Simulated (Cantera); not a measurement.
A closed system holds: 1 mol SiF₄, 2.2 mol O₃, 2.7 mol H₂, 23 mol N₂O, at 20.0 mbar.

Equilibrium computed with Cantera from the NASA thermochemical tables; the gas is ideal and each condensed phase is pure. Candidate condensed phases: H₂O, Si, SiO₂, Si₂N₂O, Si₃N₄; 58 gas species. The tables hold silica as quartz up to 1696 K and as liquid above; real silica turns to tridymite and cristobalite and melts near 1996 K. Rates play no part.

**Question.** At 1177 °C, list the 4 most abundant gas species with their mole fractions, and the condensed phases.

**Answer.** N₂ 0.559, O₂ 0.326, HF 0.0956, H₂O 0.0178. Condensed: SiO₂(β-quartz).
